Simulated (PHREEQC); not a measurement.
0.043 g of hydrous ferric oxide (600 m²/g; 0.2 weak and 0.005 strong sites per Fe, Dzombak-Morel constants, diffuse double layer) in 1 kg of water with 0.3 mol/kgw of an inert sodium salt and 0.00022 mol NaH2PO4, at 25 °C; the pH is set by adding NaOH or the inert anion's acid. Oxygen is held at 0.21 atm. The system is closed to CO2. Precipitation was switched off in this run.

Computed with PHREEQC (ion-association model, wateq4f.dat).

| pH | P sorbed (%) | surface charge σ (C/m²) | surface potential ψ (mV) |
|---|---|---|---|
| 3 | 39.5 | 0.044 | 33 |
| 3.67 | 39.4 | 0.040 | 30 |
| 4.33 | 38.7 | 0.031 | 24 |
| 5 | 36.9 | 0.015 | 12 |
| 5.67 | 33.9 | -0.005 | -4 |
| 6.33 | 30.2 | -0.025 | -20 |
| 7 | 25.7 | -0.042 | -31 |
| 7.67 | 20.2 | -0.053 | -39 |
| 8.33 | 12.8 | -0.065 | -46 |
| 9 | 6.2 | -0.082 | -55 |
| 9.67 | 1.9 | -0.112 | -68 |
| 10.33 | 0.3 | -0.168 | -87 |
| 11 | 0.0 | -0.244 | -105 |

H3PO4, which wateq4f.dat lacks, is added to it with the constant of phreeqc.dat. The oxide is taken as insoluble; below pH 4 it would dissolve.
